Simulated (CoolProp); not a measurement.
Vapour-liquid equilibrium of acetone (1) + ethanol (2) at 0.224 kPa; x and y are mole fractions of (1).

Model: multi-fluid Helmholtz-energy mixture model, Lemmon 2006 and Schroeder 2014; pair parameters Bell 2016, in CoolProp.

Task: Give the bubble temperature and the first vapour's composition at x = 0.2, 0.8, 0.95. Is there an azeotrope?

Result: x = 0.2: -45.1 °C, y = 0.877; x = 0.8: -52.4 °C, y = 0.972; x = 0.95: -53.7 °C, y = 0.992. No azeotrope shows between x = 0.05 and 0.95.

Pair parameters are fitted to limited data, so mixtures are less certain than the pure fluids.
